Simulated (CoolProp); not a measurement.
Model: reference Helmholtz-energy equation of state, Guder 2009, in CoolProp.

Question: For sulfur hexafluoride, give the phase and the cv (kJ/(kg K)) at 199.05 °C and 0.587 MPa; 199.05 °C and 2.93 MPa; 199.05 °C and 8.21 MPa.

Answer: 
- 199.05 °C and 0.587 MPa: gas; cv 0.805
- 199.05 °C and 2.93 MPa: gas; cv 0.811
- 199.05 °C and 8.21 MPa: supercritical; cv 0.822
